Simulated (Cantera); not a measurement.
Input: 1 mol SiF₄, 48 mol N₂O, 2.4 mol H₂, at 1450 K and 3.30 mbar.

Equilibrium computed with Cantera from the NASA thermochemical tables; the gas is ideal and each condensed phase is pure. The tables hold silica as quartz up to 1696 K and as liquid above; real silica turns to tridymite and cristobalite and melts near 1996 K. Equilibrium is a limit: real reactors are often held back by kinetics, nucleation or transport.

```json
[
 {"species": "N₂", "before": "0.638", "after": "0.638"},
 {"species": "O₂", "before": "0.303", "after": "0.303"},
 {"species": "HF", "before": "0.0529", "after": "0.0489"},
 {"species": "H₂O", "before": "0.00543", "after": "0.00747"},
 {"species": "SiF₄", "before": "6.91e-5", "after": "0.00108"},
 {"species": "O", "before": "1.92e-5", "after": "3.03e-6"},
 {"species": "OH", "before": "5.31e-5", "after": "2.47e-5"},
 {"species": "NO", "before": "0.00103", "after": "0.00103"},
 {"species": "SiO₂(β-quartz), mol", "before": "0.995", "after": "0.919"}
]
```
Gas species are given as mole fractions.

Which change was made?
(A) temperature from 1450 K to 1975 K
(B) temperature from 1450 K to 2048 K
(C) pressure from 3.30 mbar to 0.133 bar
(D) temperature from 1450 K to 1148 K

C, pressure from 3.30 mbar to 0.133 bar
